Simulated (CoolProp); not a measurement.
Vapour-liquid equilibrium of R113 (1) + n-heptane (2) at 432.6 K; x and y are mole fractions of (1).

Computed with CoolProp (multi-fluid Helmholtz-energy mixture model, Marx 1992 and Span 2003; pair parameters Bell 2016).

| x | bubble pressure, mixture model (kPa) | bubble pressure, Raoult's law (kPa) | y, mixture model | y, Raoult's law |
|---|---|---|---|---|
| 0.05 | 509.9 | 505.8 | 0.132 | 0.143 |
| 0.2 | 668.4 | 653.6 | 0.409 | 0.441 |
| 0.35 | 821.5 | 801.4 | 0.584 | 0.630 |
| 0.5 | 968.2 | 949.2 | 0.708 | 0.760 |
| 0.65 | 1110 | 1097 | 0.806 | 0.854 |
| 0.8 | 1251 | 1245 | 0.891 | 0.927 |
| 0.95 | 1393 | 1393 | 0.973 | 0.984 |

The largest gap from Raoult's law is +2.5 % in bubble pressure, at x = 0.35. No azeotrope shows between x = 0.05 and 0.95.

Pair parameters are fitted to limited data, so mixtures are less certain than the pure fluids.
